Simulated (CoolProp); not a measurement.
Sulfur dioxide along the isobar 8340 kPa: fugacity coefficient from the reference equation and from simpler models built on Tc = 430.6 K, pc = 7887 kPa, ω = 0.256; each cubic takes its own stable root.

Model: reference Helmholtz-energy equation of state, Gao 2016, in CoolProp.

```json
[
 {"T (K)": "414.1", "phase": "liquid", "reference": "0.5269", "van der Waals": "0.6087", "Soave-Redlich-Kwong": "0.5429", "Peng-Robinson": "0.5230"},
 {"T (K)": "421.5", "phase": "liquid", "reference": "0.5724", "van der Waals": "0.6364", "Soave-Redlich-Kwong": "0.5873", "Peng-Robinson": "0.5660"},
 {"T (K)": "428.9", "phase": "liquid", "reference": "0.6172", "van der Waals": "0.6629", "Soave-Redlich-Kwong": "0.6296", "Peng-Robinson": "0.6070"},
 {"T (K)": "436.3", "phase": "supercritical", "reference": "0.6553", "van der Waals": "0.6869", "Soave-Redlich-Kwong": "0.6644", "Peng-Robinson": "0.6407"},
 {"T (K)": "443.7", "phase": "supercritical", "reference": "0.6798", "van der Waals": "0.7040", "Soave-Redlich-Kwong": "0.6874", "Peng-Robinson": "0.6632"},
 {"T (K)": "451.1", "phase": "supercritical", "reference": "0.7004", "van der Waals": "0.7183", "Soave-Redlich-Kwong": "0.7071", "Peng-Robinson": "0.6826"},
 {"T (K)": "458.5", "phase": "supercritical", "reference": "0.7186", "van der Waals": "0.7310", "Soave-Redlich-Kwong": "0.7247", "Peng-Robinson": "0.7000"},
 {"T (K)": "465.9", "phase": "supercritical", "reference": "0.7351", "van der Waals": "0.7427", "Soave-Redlich-Kwong": "0.7409", "Peng-Robinson": "0.7161"},
 {"T (K)": "473.3", "phase": "supercritical", "reference": "0.7503", "van der Waals": "0.7536", "Soave-Redlich-Kwong": "0.7558", "Peng-Robinson": "0.7309"},
 {"T (K)": "480.7", "phase": "supercritical", "reference": "0.7642", "van der Waals": "0.7637", "Soave-Redlich-Kwong": "0.7697", "Peng-Robinson": "0.7447"},
 {"T (K)": "488", "phase": "supercritical", "reference": "0.7770", "van der Waals": "0.7731", "Soave-Redlich-Kwong": "0.7824", "Peng-Robinson": "0.7575"},
 {"T (K)": "495.4", "phase": "supercritical", "reference": "0.7891", "van der Waals": "0.7820", "Soave-Redlich-Kwong": "0.7946", "Peng-Robinson": "0.7696"},
 {"T (K)": "502.8", "phase": "supercritical", "reference": "0.8004", "van der Waals": "0.7905", "Soave-Redlich-Kwong": "0.8060", "Peng-Robinson": "0.7811"},
 {"T (K)": "510.2", "phase": "supercritical", "reference": "0.8109", "van der Waals": "0.7985", "Soave-Redlich-Kwong": "0.8167", "Peng-Robinson": "0.7919"},
 {"T (K)": "517.6", "phase": "supercritical", "reference": "0.8209", "van der Waals": "0.8061", "Soave-Redlich-Kwong": "0.8267", "Peng-Robinson": "0.8020"},
 {"T (K)": "525", "phase": "supercritical", "reference": "0.8302", "van der Waals": "0.8133", "Soave-Redlich-Kwong": "0.8363", "Peng-Robinson": "0.8117"}
]
```
